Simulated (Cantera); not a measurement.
Input: 1 mol Si, 9.8 mol HBr, 2.5 mol H2, held at 10000 Pa.

These are equilibrium values from Cantera (NASA tables, ideal gas, pure condensed phases), not measurements of a reactor. Candidate condensed phases: Br2, Si; 19 gas species. The tables' values for SiBr3 are old estimates; treat these amounts as uncertain. Rates play no part. All values below are at 1325 K.

Base state: HBr 0.531, H2 0.380, SiBr4 0.0717, SiBr2 0.00973, SiBr3 0.00433, SiHBr3 0.00161, Br 0.000947, SiH2Br2 1.72e-5 (mole fractions); condensed: gas only.

Problem. What changes in the equilibrium state with this change: HBr from 9.8 to 15 mol?

Solution. 
```csv
species,before,after
HBr,0.531,0.671
H2,0.380,0.267
SiBr4,0.0717,0.0542
SiH2Br2,1.72e-5,4.03e-6
SiBr2,0.00973,0.00324
SiHBr3,0.00161,0.000676
Br2,8.20e-6,1.86e-5
SiBr3,0.00433,0.00217
```
